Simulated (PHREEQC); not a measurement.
A solution holds 0.011 mol KOH, 0.00016 mol H4SiO4 and 0.038 mol K3PO4 per kg of water, at 20 °C. Closed to the air; pH follows from the charge balance.

The numbers come from PHREEQC with the ion-association model, wateq4f.dat.

Each row changes one thing in this solution. Precipitation was switched off in this run.

```json
[
 {"case": "as made", "pH": "12.30", "ionic strength (mol/kgw)": "0.221", "H3SiO4- (mol/kgw)": "0.000130", "H2SiO4-2 (mol/kgw)": "2.96e-5", "H4SiO4 (mol/kgw)": "3.61e-7", "SI of Quartz (SiO2)": "-2.36"},
 {"case": "KOH left out", "pH": "12.09", "ionic strength (mol/kgw)": "0.203", "H3SiO4- (mol/kgw)": "0.000140", "H2SiO4-2 (mol/kgw)": "1.95e-5", "H4SiO4 (mol/kgw)": "6.27e-7", "SI of Quartz (SiO2)": "-2.12"},
 {"case": "K3PO4 left out", "pH": "12.15", "ionic strength (mol/kgw)": "0.0110", "H3SiO4- (mol/kgw)": "0.000146", "H2SiO4-2 (mol/kgw)": "1.37e-5", "H4SiO4 (mol/kgw)": "7.40e-7", "SI of Quartz (SiO2)": "…"},
 {"case": "temperature from 20 to 35 °C", "pH": "…", "ionic strength (mol/kgw)": "0.212", "H3SiO4- (mol/kgw)": "0.000129", "H2SiO4-2 (mol/kgw)": "3.09e-5", "H4SiO4 (mol/kgw)": "5.29e-7", "SI of Quartz (SiO2)": "-2.41"},
 {"case": "KOH from 0.011 to 0.0055 mol/kgw", "pH": "12.20", "ionic strength (mol/kgw)": "0.212", "H3SiO4- (mol/kgw)": "0.000135", "H2SiO4-2 (mol/kgw)": "2.44e-5", "H4SiO4 (mol/kgw)": "4.70e-7", "SI of Quartz (SiO2)": "…"},
 {"case": "H4SiO4 from 0.00016 to 0.0008 mol/kgw", "pH": "12.29", "ionic strength (mol/kgw)": "0.221", "H3SiO4- (mol/kgw)": "0.000654", "H2SiO4-2 (mol/kgw)": "0.000144", "H4SiO4 (mol/kgw)": "1.87e-6", "SI of Quartz (SiO2)": "-1.65"},
 {"case": "diluted 100-fold with water", "pH": "…", "ionic strength (mol/kgw)": "0.00165", "H3SiO4- (mol/kgw)": "1.43e-6", "H2SiO4-2 (mol/kgw)": "5.32e-9", "H4SiO4 (mol/kgw)": "1.65e-7", "SI of Quartz (SiO2)": "-2.73"}
]
```

Some entries are withheld; supply them.


- K3PO4 left out, SI of Quartz (SiO2): -2.07
- temperature from 20 to 35 °C, pH: 11.91
- KOH from 0.011 to 0.0055 mol/kgw, SI of Quartz (SiO2): -2.25
- diluted 100-fold with water, pH: 10.83

H3PO4, which wateq4f.dat lacks, is added to it with the constant of phreeqc.dat.
